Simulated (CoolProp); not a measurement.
R134a at several states: density (kg/m³) from the reference equation and from simpler models built on Tc = 374.2 K, pc = 4.059 MPa, ω = 0.327; each cubic takes its own stable root.

The numbers come from the reference Helmholtz-energy equation of state, Tillner-Roth 1994 in CoolProp.

```csv
T (K),p (MPa),phase,reference
410.4,0.165,gas,4.985
453.6,0.134,gas,3.646
193.8,0.021,liquid,1527
387.7,0.187,gas,6.006
271.5,0.196,gas,9.409
```

Problem. How far does each simpler model (van der Waals, Redlich-Kwong, Soave-Redlich-Kwong, Peng-Robinson) lie from the reference over these 5 states: mean and median of the absolute difference, and the worst?

Solution. 
- van der Waals: mean 20.6 %, median 0.2 %, worst -99.9 % at 193.8 K and 0.021 MPa
- Redlich-Kwong: mean 3.6 %, median 0.1 %, worst -16.1 % at 193.8 K and 0.021 MPa
- Soave-Redlich-Kwong: mean 2.9 %, median 0.0 %, worst -13.5 % at 193.8 K and 0.021 MPa
- Peng-Robinson: mean 0.8 %, median 0.1 %, worst -2.6 % at 193.8 K and 0.021 MPa

At some of these states van der Waals gives the other phase, because its saturation line lies elsewhere.
